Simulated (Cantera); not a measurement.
# Si + N₂O + H₂ + O₂ (thermal oxidation and active oxidation of silicon)

Feed: 1 mol Si, 1.9 mol N₂O, 870 mol H₂, a varied amount of O₂, at 1100 K and 7.70e-6 bar.

Method: chemical equilibrium by Gibbs-energy minimisation in Cantera with the NASA 1993 tables (ideal gas, pure condensed phases). Candidate condensed phases: H₂O, Si, SiO₂, Si₂N₂O, Si₃N₄; 35 gas species. Mutual solubility and eutectic melting of coexisting phases are not modelled. Equilibrium is a limit: real reactors are often held back by kinetics, nucleation or transport.

```
n(O₂) (mol)   x H₂     x H₂O     x N₂    x SiO  n SiO₂(β-quartz)  n Si₂N₂O(s)
-----------  -----  --------  -------  -------  ----------------  -----------
0.011        0.998   6.02e-7  0.00216  4.51e-5             0.935       0.0131
0.019        0.998   6.02e-7  0.00217  4.51e-5             0.945      0.00773
0.034        0.998   7.26e-7  0.00218  3.74e-5             0.967            0
0.06         0.998   2.41e-5  0.00218  1.13e-6             0.999            0
0.11         0.998  0.000138  0.00218  1.97e-7             1.000            0
0.19         0.997  0.000321  0.00218  8.45e-8             1.000            0
0.34         0.997  0.000665  0.00218  4.08e-8             1.000            0
0.6          0.997   0.00126  0.00218  2.15e-8             1.000            0
1.1          0.995   0.00241  0.00218  1.13e-8             1.000            0
```
x: gas mole fraction; n: condensed amount in mol.

From 0.011 mol O₂ to 0.019 mol O₂ the condensed part is SiO₂(β-quartz) + Si₂N₂O(s). From 0.034 mol O₂ to 1.1 mol O₂ the condensed part is SiO₂(β-quartz). The main Si-bearing gas is SiO throughout.
